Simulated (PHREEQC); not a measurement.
KOH is added in steps, without added water, to 1 kg of water holding 0.001 mol/kgw HF, 0.24 mol/kgw KF and 0.00011 mol/kgw H3PO4, at 76 °C. Oxygen alone is held at its pressure in air (log pO2 = -0.68). CO2 from the air is kept out. Precipitation was switched off in this run.

Base run: PHREEQC, ion-association model, wateq4f.dat. Each further column changes one thing. The table gives H2PO4- (mol/kgw).

| KOH added (mol) | base | Davies equation for every ion | all activity coefficients set to 1 | metal-ligand complexes left out | Debye-Hückel limiting law |
|---|---|---|---|---|---|
| 0 | 8.53e-5 | 8.48e-5 | 9.13e-5 | 8.72e-5 | 7.28e-5 |
| 0.0001417 | 8.27e-5 | 8.22e-5 | 8.91e-5 | 8.47e-5 | 6.95e-5 |
| 0.0002833 | 7.95e-5 | 7.89e-5 | 8.64e-5 | 8.17e-5 | 6.57e-5 |
| 0.000425 | 7.55e-5 | 7.49e-5 | 8.29e-5 | 7.78e-5 | 6.10e-5 |
| 0.0005667 | 7.03e-5 | 6.96e-5 | 7.83e-5 | ___ | 5.54e-5 |
| 0.0007083 | 6.34e-5 | 6.27e-5 | 7.19e-5 | 6.60e-5 | 4.84e-5 |
| 0.00085 | 5.38e-5 | 5.32e-5 | 6.26e-5 | 5.65e-5 | ___ |
| 0.0009917 | 4.01e-5 | 3.96e-5 | 4.82e-5 | 4.25e-5 | ___ |
| 0.001133 | 1.97e-5 | 1.94e-5 | 2.47e-5 | 2.11e-5 | ___ |
| 0.001275 | 2.04e-6 | 1.99e-6 | 2.90e-6 | 2.25e-6 | ___ |
| 0.001417 | 6.54e-7 | 6.38e-7 | 9.49e-7 | ___ | 3.75e-7 |
| 0.001558 | 3.84e-7 | 3.74e-7 | 5.59e-7 | 4.25e-7 | 2.18e-7 |
| 0.0017 | 2.70e-7 | 2.64e-7 | 3.95e-7 | 3.00e-7 | ___ |

Task: What belongs in the gaps?

Result: 
- 0.0005667, metal-ligand complexes left out: 7.27e-5
- 0.00085, Debye-Hückel limiting law: 3.95e-5
- 0.0009917, Debye-Hückel limiting law: 2.80e-5
- 0.001133, Debye-Hückel limiting law: 1.29e-5
- 0.001275, Debye-Hückel limiting law: 1.19e-6
- 0.001417, metal-ligand complexes left out: 7.25e-7
- 0.0017, Debye-Hückel limiting law: 1.53e-7

H3PO4, which wateq4f.dat lacks, is added to it with the constant of phreeqc.dat. Constants without temperature data keep their 25 °C values here.
